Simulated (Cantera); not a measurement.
Feed: 1 mol Ta₂O₅, 2.1 mol CH₄, 1.3 mol H₂, at 2.48 Torr.

Equilibrium computed with Cantera from the NASA thermochemical tables; the gas is ideal and each condensed phase is pure. Candidate condensed phases: C, C₆H₆, C₇H₈, C₈H₁₈, H₂O, Ta, TaC, Ta₂O₅; 113 gas species. Mutual solubility and eutectic melting of coexisting phases are not modelled. TaC: taken at fixed stoichiometry. Condensed phases not in the tables: Ta₂C. Kinetics and transport are ignored.

x: gas mole fraction; n: condensed amount in mol.

| T (K) | x H₂ | x CO | x CH₄ | x H₂O | x CO₂ | n C(graphite) | n TaC(s) | n Ta₂O₅(s) |
|---|---|---|---|---|---|---|---|---|
| 825 | 0.997 | 0.000307 | 0.00297 | 1.28e-5 | 1.41e-8 | 2.08 | 0.000703 | 1.000 |
| 875 | 0.996 | [?] | [?] | [?] | [?] | 2.07 | [?] | 0.998 |
| 925 | 0.986 | 0.0130 | 0.000728 | 6.30e-5 | 1.68e-6 | 1.99 | 0.0292 | 0.985 |
| 975 | 0.936 | [?] | [?] | [?] | [?] | [?] | [?] | 0.926 |
| 1025 | 0.786 | 0.214 | 0.000130 | 0.000170 | 6.00e-5 | 0 | 0.600 | 0.700 |
| 1075 | 0.786 | 0.214 | 3.18e-5 | 0.000202 | 5.94e-5 | 0 | 0.600 | 0.700 |
| 1125 | 0.786 | 0.214 | 8.84e-6 | 0.000237 | 5.88e-5 | 0 | 0.601 | 0.700 |
| 1175 | 0.786 | 0.214 | 2.74e-6 | 0.000274 | 5.83e-5 | 0 | 0.601 | 0.700 |
| 1225 | 0.785 | 0.214 | 9.37e-7 | 0.000311 | 5.78e-5 | 0 | 0.601 | 0.700 |

### Question
Some entries are withheld; supply them.

### Answer

- 975, x CO: 0.0631
- 975, x CH₄: 0.000364
- 975, x H₂O: 0.000117
- 975, x CO₂: 1.26e-5
- 975, n C(graphite): 1.58
- 975, n TaC(s): 0.149
- 875, x CO: 0.00223
- 875, x CH₄: 0.00143
- 875, x H₂O: 2.99e-5
- 875, x CO₂: 1.77e-7
- 875, n TaC(s): 0.00498
